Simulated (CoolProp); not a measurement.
A closed Brayton cycle with carbon dioxide: compressor inlet 326.15 K and 9.6 MPa, high pressure 24.6 MPa, turbine inlet 740 K, compressor efficiency 0.8, turbine efficiency 0.9, recuperator effectiveness 0 (on enthalpy, no pinch check). Each further row changes one setting.

The numbers come from the reference Helmholtz-energy equation of state, Span 1996 in CoolProp.

```tsv
case	thermal efficiency (%)	net work (kJ/kg)	compressor to turbine work	compressor exit (K)	turbine exit (K)
as stated	13.5	64.0	0.42	396.6	633.5
turbine inlet 690 K	13.4	55.0	0.45	396.6	587.4
compressor inlet 336.15 K	12.9	55.9	0.49	416.9	633.5
high pressure 20.9 MPa	11.5	55.9	0.39	384.1	651.6
recuperator effectiveness 0.5	19.2	64.0	0.42	396.6	633.5
```
